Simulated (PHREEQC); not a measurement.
Model water analysis in mmol/kgw, 25 °C, pH 6.59:

```csv
constituent,mmol/kgw
Na,168
K,54.2
Ca,3.17
Mg,23.6
Cl,215
S(6),35.5
Alkalinity (meq/kgw),0.218
```

Valence states are taken as typed.

Computed with PHREEQC (Pitzer model, pitzer.dat).

```json
{
 "ionic_strength": "0.343 mol/kgw",
 "activity_of_water": "0.992",
 "specific_conductance": "26200 µS/cm",
 "density": "1.010 g/cm³",
 "osmotic_coefficient": "0.874",
 "charge_balance_error": "-1.9 %"
}
```

```csv
species,molality,activity,log γ
Cl-,0.215,0.145,-0.170
Na+,0.168,0.119,-0.149
K+,0.0542,0.0370,-0.165
SO4-2,0.0355,0.00549,-0.811
Mg+2,0.0236,0.00570,-0.617
Ca+2,0.00317,0.000679,-0.669
HCO3-,0.000218,0.000151,-0.158
```

No solid was allowed to form.
